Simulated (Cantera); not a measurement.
A Cantera script and its output.

```python
import numpy as np
import cantera as ct

gas = ct.Solution("gri30.yaml")
gas.TPX = 1425, 850000, {'CO': 0.0043, 'O2': 0.0068, 'H2O': 0.002, 'N2': 1, 'H2': 0.0014}
inlet = ct.Reservoir(gas, clone=True)

reactor = ct.IdealGasConstPressureReactor(gas, energy="off", clone=False)
exhaust = ct.Reservoir(gas, clone=True)
tau = [0.88, 0.25, 0.071, 0.02, 0.0057, 0.0016, 0.00046][0]
for a, b in ((inlet, reactor), (reactor, exhaust)):
    ct.MassFlowController(a, b, mdot=lambda t: reactor.mass / tau)
net = ct.ReactorNet([reactor])
show = ['CO', 'O2', 'H2O', 'NO', 'OH', 'H']

rows = []
print(f"{'tau/s':>10s}{'T/K':>9s}" + "".join(f"{s:>11s}" for s in show))
for tau in [0.88, 0.25, 0.071, 0.02, 0.0057, 0.0016, 0.00046]:
    net.initial_time = 0.0
    net.advance(30 * tau)
    before = gas.X
    net.advance(40 * tau)
    drift = np.max(np.abs(gas.X - before) / (gas.X + 1e-9))
    rows.append([gas.T, *gas[show].X, drift])
    print(f"{tau:10.3e}{gas.T:9.1f}" + "".join(f"{x:11.3e}" for x in gas[show].X))
```

Output:

```
     tau/s      T/K         CO         O2        H2O         NO         OH          H
 8.800e-01   1425.0  2.475e-05  3.914e-03  3.355e-03  1.062e-06  8.367e-06  7.027e-08
 2.500e-01   1425.0  6.180e-05  3.931e-03  3.352e-03  1.247e-06  1.156e-05  2.160e-07
 7.100e-02   1425.0  1.525e-04  3.975e-03  3.345e-03  1.321e-06  1.595e-05  6.664e-07
 2.000e-02   1425.0  3.641e-04  4.081e-03  3.330e-03  1.118e-06  2.221e-05  2.028e-06
 5.700e-03   1425.0  7.955e-04  4.298e-03  3.302e-03  7.561e-07  3.124e-05  5.760e-06
 1.600e-03   1425.0  1.539e-03  4.676e-03  3.247e-03  4.456e-07  4.442e-05  1.489e-05
 4.600e-04   1425.0  2.474e-03  5.165e-03  3.146e-03  2.537e-07  6.199e-05  3.300e-05
```

Cantera simulation using GRI-Mech 3.0 (53 species, 325 reactions); the numbers are that mechanism's predictions, not measurements. The hydrogen kinetics of GRI-Mech 3.0 are dated; newer H2 mechanisms differ, most at raised pressure.
